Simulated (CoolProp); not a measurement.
Saturation properties of acetone (Tc = 235.0 °C, pc = 4.692 MPa, ω = 0.307).

The numbers come from the reference Helmholtz-energy equation of state, Lemmon 2006 in CoolProp. It is a short technical equation, of lower accuracy than the large ones.

```csv
T (°C),p (MPa),liquid density (kg/m³),enthalpy of vaporisation (kJ/kg),liquid cp (kJ/(kg K)),vapour Z,surface tension (mN/m)
-28.25,0.001693,842.4,585.7,2.042,0.9957,29.5
-22.15,0.002542,835.9,580.0,2.051,0.9945,28.7
-16.15,0.003707,829.5,574.3,2.060,0.9930,27.9
-10.15,0.005299,823.0,568.6,2.070,0.9913,27.2
-4.15,0.007434,816.6,562.9,2.081,0.9892,26.4
1.85,0.01025,810.1,557.1,2.092,0.9869,25.6
7.85,0.01391,803.6,551.2,2.104,0.9842,24.9
13.85,0.01859,797.0,545.3,2.117,0.9812,24.1
19.85,0.02450,790.4,539.4,2.131,0.9778,23.4
25.85,0.03187,783.7,533.3,2.145,0.9740,22.6
```

It boils at 56.1 °C under 1 atm.

Surface tension comes from a separate correlation (Mulero 2012).
